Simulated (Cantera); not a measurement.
**Adiabatic ignition**

An adiabatic, constant-pressure homogeneous reactor starts with 6.85 % CH3OH, 23.9 % O2, 69.2 % N2, at 1023 K and 4.93 atm.

Detailed kinetics in Cantera: GRI-Mech 3.0 (53 species, 325 reactions). GRI-Mech 3.0 was tuned for natural gas; its chemistry of methanol as a main component is partial and can be far from experiment.

| t (s) | T (K) | x CH3OH | x O2 | x CO2 | x CH2O | x CH2 | x C2H2 | x OH |
|---|---|---|---|---|---|---|---|---|
| 1.00e-6 | 1023 | 0.0685 | 0.239 | 1.53e-12 | 2.19e-11 | <1e-12 | <1e-12 | <1e-12 |
| 4.06e-6 | 1023 | 0.0685 | 0.239 | 6.30e-12 | 1.05e-10 | <1e-12 | <1e-12 | <1e-12 |
| 1.65e-5 | 1023 | 0.0685 | 0.239 | 2.56e-11 | 4.74e-10 | <1e-12 | <1e-12 | <1e-12 |
| 6.71e-5 | 1023 | 0.0685 | 0.239 | 1.04e-10 | 2.19e-9 | <1e-12 | <1e-12 | <1e-12 |
| 0.000273 | 1023 | 0.0685 | 0.239 | 4.24e-10 | 9.56e-9 | <1e-12 | <1e-12 | <1e-12 |
| 0.00111 | 1023 | 0.0685 | 0.239 | 1.72e-9 | 3.97e-8 | <1e-12 | <1e-12 | <1e-12 |
| 0.00451 | 1023 | 0.0685 | 0.239 | 7.00e-9 | 1.67e-7 | <1e-12 | <1e-12 | <1e-12 |
| 0.0183 | 1023 | 0.0685 | 0.239 | 2.85e-8 | 1.05e-6 | <1e-12 | <1e-12 | 2.97e-12 |
| 0.0745 | 1024 | 0.0683 | 0.239 | 2.02e-7 | 0.000189 | <1e-12 | <1e-12 | 1.02e-9 |
| 0.303 | 2154 | <1e-12 | 0.128 | 0.0658 | <1e-12 | <1e-12 | <1e-12 | 0.00279 |
| 1.23 | 2149 | <1e-12 | 0.127 | 0.0658 | <1e-12 | <1e-12 | <1e-12 | 0.00272 |
| 5.00 | 2149 | <1e-12 | 0.127 | 0.0658 | <1e-12 | <1e-12 | <1e-12 | 0.00272 |
x: mole fraction; the columns are a selection and need not sum to one.

```json
{
  "time_of_steepest_temperature_rise": "91.9 ms",
  "temperature at 5.00 s": "2149 K",
  "equilibrium_temperature": "2149 K",
  "x(CH3OH) at 5.00 s": "<1e-12 (gas-phase equilibrium <1e-12)",
  "x(O2) at 5.00 s": "0.127 (gas-phase equilibrium 0.127)",
  "x(CO2) at 5.00 s": "0.0658 (gas-phase equilibrium 0.0658)"
}
```
